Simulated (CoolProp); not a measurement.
Vapour-liquid equilibrium of n-butane (1) + R245fa (2) at 0.424 MPa; x and y are mole fractions of (1).

Model: multi-fluid Helmholtz-energy mixture model, Bücker 2006 and Akasaka 2015; pair parameters Bell 2016, in CoolProp.

```json
[
 {"x": "0.05", "bubble temperature (°C)": "50.8", "y at the bubble point": "0.191", "dew temperature at overall composition x (°C)": "55.4", "liquid density (mol/L)": "9.376"},
 {"x": "0.2", "bubble temperature (°C)": "40.6", "y at the bubble point": "0.466", "dew temperature at overall composition x (°C)": "50.5", "liquid density (mol/L)": "9.443"},
 {"x": "0.35", "bubble temperature (°C)": "37.1", "y at the bubble point": "0.562", "dew temperature at overall composition x (°C)": "45.1", "liquid density (mol/L)": "9.402"},
 {"x": "0.5", "bubble temperature (°C)": "36.0", "y at the bubble point": "0.607", "dew temperature at overall composition x (°C)": "39.3", "liquid density (mol/L)": "9.361"},
 {"x": "0.65", "bubble temperature (°C)": "35.7", "y at the bubble point": "0.643", "dew temperature at overall composition x (°C)": "35.7", "liquid density (mol/L)": "9.366"},
 {"x": "0.8", "bubble temperature (°C)": "36.4", "y at the bubble point": "0.705", "dew temperature at overall composition x (°C)": "38.5", "liquid density (mol/L)": "9.421"},
 {"x": "0.95", "bubble temperature (°C)": "40.6", "y at the bubble point": "0.875", "dew temperature at overall composition x (°C)": "42.7", "liquid density (mol/L)": "9.473"}
]
```

y crosses x between x = 0.5 and 0.65: the model has an azeotrope there.

The pair parameters rest on a limited set of measurements; away from them the model extrapolates. With so large a gap from Raoult's law the liquid may split in two, which this calculation doesn't test in full.
